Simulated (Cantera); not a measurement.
Source: NASA polynomial tables (part measured, part estimated), evaluated in Cantera. Values are per mole of reaction as written; species without (g) are pure solids or liquids, kept so even where they would boil at 1 bar.

O2(g) + H2(g) + Cu → Cu(OH)2

| T (K) | ΔH° (kJ) | ΔS° (J/K) | ΔG° (kJ) | log10 K |
|---|---|---|---|---|
| 350 | -449.7 | -258.5 | -359.2 | 53.61 |
| 400 | -449.0 | -256.7 | -346.3 | 45.23 |
| 450 | -448.2 | -254.9 | -333.6 | 38.72 |
| 500 | ___ | ___ | ___ | ___ |
| 550 | -446.5 | -251.4 | -308.2 | 29.27 |
| 600 | ___ | ___ | ___ | ___ |
| 650 | ___ | ___ | ___ | ___ |
| 700 | -443.3 | -246.3 | -270.9 | 20.22 |
| 750 | -442.2 | -244.7 | -258.6 | 18.01 |
| 800 | -441.0 | -243.2 | -246.4 | 16.09 |

### Question
What belongs in the gaps?

### Answer

- 500, ΔH° (kJ): -447.4
- 500, ΔS° (J/K): -253.1
- 500, ΔG° (kJ): -320.9
- 500, log10 K: 33.52
- 600, ΔH° (kJ): -445.5
- 600, ΔS° (J/K): -249.7
- 600, ΔG° (kJ): -295.7
- 600, log10 K: 25.74
- 650, ΔH° (kJ): -444.5
- 650, ΔS° (J/K): -248.0
- 650, ΔG° (kJ): -283.3
- 650, log10 K: 22.76
